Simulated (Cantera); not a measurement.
**Hydrocarbon pyrolysis for carbon deposition**

An isothermal, constant-pressure homogeneous reactor starts with CH₄ : H₂ = 1 : 12 (molar parts), at 1425 K and 0.132 atm.

Computed with Cantera and GRI-Mech 3.0 (53 species, 325 reactions). GRI-Mech 3.0 stops at C3 and has no aromatics, soot or wall deposition, so with more carbon than oxygen in the feed, carbon stays in small species such as C2H2 where larger ones or solid carbon would form.

| t (s) | x CH₄ | x H₂ | x CH₃ | x C₂H | x C₂H₆ | x C₂H₄ | x CH₂ |
|---|---|---|---|---|---|---|---|
| 3.00e-5 | 0.0769 | 0.923 | 4.49e-8 | <1e-12 | <1e-12 | <1e-12 | <1e-12 |
| 0.000131 | 0.0769 | 0.923 | 2.00e-7 | <1e-12 | 2.77e-12 | <1e-12 | <1e-12 |
| 0.000573 | 0.0769 | 0.923 | 8.80e-7 | <1e-12 | 2.33e-10 | 4.28e-11 | <1e-12 |
| 0.00251 | 0.0769 | 0.923 | 3.81e-6 | <1e-12 | 1.84e-8 | 3.76e-9 | 6.98e-12 |
| 0.0110 | 0.0769 | 0.923 | 1.42e-5 | <1e-12 | 9.28e-7 | 3.87e-7 | 9.65e-11 |
| 0.0479 | 0.0769 | 0.923 | 2.37e-5 | <1e-12 | 4.70e-6 | 1.54e-5 | 2.70e-10 |
| 0.209 | 0.0766 | 0.923 | 2.40e-5 | 1.02e-12 | 4.89e-6 | 6.47e-5 | 2.76e-10 |
| 0.915 | 0.0757 | 0.924 | 2.37e-5 | 8.32e-12 | 4.84e-6 | 0.000109 | 2.74e-10 |
| 4.00 | 0.0717 | 0.926 | 2.28e-5 | 3.97e-11 | 4.57e-6 | 0.000232 | 2.67e-10 |
x: mole fraction; the columns are a selection and need not sum to one.

Equilibrium at this temperature and pressure: CH₄ 0.0334, H₂ 0.946, CH₃ 1.30e-5, C₂H 4.19e-10, C₂H₆ 2.93e-6, C₂H₄ 0.00147, CH₂ 1.88e-10 (gas phase only).
